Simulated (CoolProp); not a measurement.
C2F6 (R116) along the isobar 1380 kPa: Z from the reference equation and from simpler models built on Tc = 293.0 K, pc = 3048 kPa, ω = 0.257; each cubic takes its own stable root.

Computed with CoolProp (reference Helmholtz-energy equation of state, Lemmon 2006). It is a short technical equation, of lower accuracy than the large ones.

```json
[
 {"T (K)": "260.9", "phase": "liquid", "reference": "0.07073", "Redlich-Kwong": "0.7299", "Peng-Robinson": "0.06958"},
 {"T (K)": "275.8", "phase": "gas", "reference": "0.7733", "Redlich-Kwong": "0.7832", "Peng-Robinson": "0.7579"},
 {"T (K)": "290.7", "phase": "gas", "reference": "0.8208", "Redlich-Kwong": "0.8212", "Peng-Robinson": "0.8039"},
 {"T (K)": "305.6", "phase": "gas", "reference": "0.8547", "Redlich-Kwong": "0.8500", "Peng-Robinson": "0.8382"},
 {"T (K)": "320.6", "phase": "gas", "reference": "0.8805", "Redlich-Kwong": "0.8727", "Peng-Robinson": "0.8650"},
 {"T (K)": "335.5", "phase": "gas", "reference": "0.9005", "Redlich-Kwong": "0.8908", "Peng-Robinson": "0.8863"},
 {"T (K)": "350.4", "phase": "gas", "reference": "0.9165", "Redlich-Kwong": "0.9057", "Peng-Robinson": "0.9036"},
 {"T (K)": "365.3", "phase": "gas", "reference": "0.9295", "Redlich-Kwong": "0.9180", "Peng-Robinson": "0.9179"},
 {"T (K)": "380.2", "phase": "gas", "reference": "0.9403", "Redlich-Kwong": "0.9284", "Peng-Robinson": "0.9298"},
 {"T (K)": "395.2", "phase": "gas", "reference": "0.9494", "Redlich-Kwong": "0.9372", "Peng-Robinson": "0.9400"},
 {"T (K)": "410.1", "phase": "gas", "reference": "0.9570", "Redlich-Kwong": "0.9447", "Peng-Robinson": "0.9485"},
 {"T (K)": "425", "phase": "gas", "reference": "0.9635", "Redlich-Kwong": "0.9512", "Peng-Robinson": "0.9559"}
]
```

At some of these states Redlich-Kwong gives the other phase, because its saturation line lies elsewhere.
